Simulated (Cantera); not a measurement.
Ta₂O₅ + C + CO (carbothermic reduction)

A closed system holds: 1 mol Ta₂O₅, 5 mol C, 0.96 mol CO, equilibrated at 823.15 K.

Method: chemical equilibrium by Gibbs-energy minimisation in Cantera with the NASA 1993 tables (ideal gas, pure condensed phases). Candidate condensed phases: C, Ta, TaC, Ta₂O₅; 15 gas species. The numbers say what is thermodynamically allowed, not how fast it happens.

From 10.0 Pa to 1000000 Pa the condensed part is C(graphite) + Ta₂O₅(s).

```tsv
P (Pa)	x CO	x CO₂	n C(graphite)	n Ta₂O₅(s)
10	0.995	0.00472	5.00	1.00
52	0.976	0.0236	5.02	1.00
270	0.897	0.103	5.09	1.00
1400	0.686	0.314	5.23	1.00
7200	0.413	0.587	5.35	1.00
37000	0.211	0.789	5.42	1.00
190000	0.0997	0.900	5.45	1.00
1000000	0.0448	0.955	5.47	1.00
```
x: gas mole fraction; n: condensed amount in mol.
